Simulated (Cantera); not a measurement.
Cantera run:

```python
import numpy as np
import cantera as ct

gas_names = [...]  # 77 gases of nasa_gas.yaml made of C, H, Ti
cond_names = """
    C(gr) C6H6(L) C7H8(L) C8H18(L),n-octa Ti(a) Ti(b) Ti(L) TiC(s) TiC(L)
""".split()


# ... load() reads the species with a 1 bar reference pressure and builds the phases ...
atoms = {
    'Ti': {'Ti': 1},
    'C3H8': {'C': 3, 'H': 8},
    'H2': {'H': 2},
}
top_T = {'C(gr)': 4500}  # K; cautious upper limits of use, not melting points


# ... equilibrate(T, P, feed) seeds the gas with the atoms and calls Mixture.equilibrate('TP', solver="vcs", rtol=1e-11, max_steps=5000) ...
results = []
feed = {'Ti': 1, 'C3H8': 0.13, 'H2': 2.7}  # mol
P = 23  # Pa
for T in [1150, 1225, 1300, 1375, 1450, 1525, 1600, 1675, 1750, 1825, 1900, 1975, 2050]:
    mix = equilibrate(T, P, feed)
    results.append((T, P, feed, dict(zip(mix.species_names, mix.species_moles))))
    x = sorted(zip(gas.X, gas.species_names), reverse=True)
    print(f"T = {T:g} K  P = {P:g} Pa  gas = {mix.phase_moles(0):.4g} mol")
    print("   x: " + "  ".join(f"{s} {v:.3e}" for v, s in x if v > 0.0001))
    print("   condensed (mol): " + ("  ".join(f"{mix.phase(i).name} {mix.phase_moles(i):.4g}"
          for i in range(1, mix.n_phases) if mix.phase_moles(i) > 1e-12) or "none"))
```

It prints:

```
T = 1150 K  P = 23 Pa  gas = 3.22 mol
   x: H2 1.000e+00
   condensed (mol): Ti(a) 0.61  TiC(s) 0.39
T = 1225 K  P = 23 Pa  gas = 3.22 mol
   x: H2 1.000e+00
   condensed (mol): Ti(b) 0.61  TiC(s) 0.39
T = 1300 K  P = 23 Pa  gas = 3.22 mol
   x: H2 9.999e-01
   condensed (mol): Ti(b) 0.61  TiC(s) 0.39
T = 1375 K  P = 23 Pa  gas = 3.22 mol
   x: H2 9.998e-01  H 2.259e-04
   condensed (mol): Ti(b) 0.61  TiC(s) 0.39
T = 1450 K  P = 23 Pa  gas = 3.221 mol
   x: H2 9.994e-01  H 6.234e-04
   condensed (mol): Ti(b) 0.61  TiC(s) 0.39
T = 1525 K  P = 23 Pa  gas = 3.223 mol
   x: H2 9.984e-01  H 1.559e-03
   condensed (mol): Ti(b) 0.61  TiC(s) 0.39
T = 1600 K  P = 23 Pa  gas = 3.226 mol
   x: H2 9.964e-01  H 3.578e-03
   condensed (mol): Ti(b) 0.6098  TiC(s) 0.39
T = 1675 K  P = 23 Pa  gas = 3.233 mol
   x: H2 9.922e-01  H 7.626e-03  Ti 2.182e-04
   condensed (mol): Ti(b) 0.6093  TiC(s) 0.39
T = 1750 K  P = 23 Pa  gas = 3.248 mol
   x: H2 9.839e-01  H 1.521e-02  Ti 8.908e-04
   condensed (mol): Ti(b) 0.6071  TiC(s) 0.39
T = 1825 K  P = 23 Pa  gas = 3.277 mol
   x: H2 9.682e-01  H 2.857e-02  Ti 3.229e-03
   condensed (mol): Ti(b) 0.5994  TiC(s) 0.39
T = 1900 K  P = 23 Pa  gas = 3.34 mol
   x: H2 9.388e-01  H 5.070e-02  Ti 1.055e-02
   condensed (mol): Ti(b) 0.5748  TiC(s) 0.39
T = 1975 K  P = 23 Pa  gas = 3.475 mol
   x: H2 8.842e-01  H 8.484e-02  Ti 3.095e-02
   condensed (mol): Ti(L) 0.5025  TiC(s) 0.39
T = 2050 K  P = 23 Pa  gas = 3.781 mol
   x: H2 7.854e-01  H 1.326e-01  Ti 8.202e-02
   condensed (mol): Ti(L) 0.2999  TiC(s) 0.39
```

Equilibrium computed with Cantera from the NASA thermochemical tables; the gas is ideal and each condensed phase is pure. Mutual solubility and eutectic melting of coexisting phases are not modelled. TiC: taken at fixed stoichiometry. Condensed phases not in the tables: N, O or C dissolved in the metal.
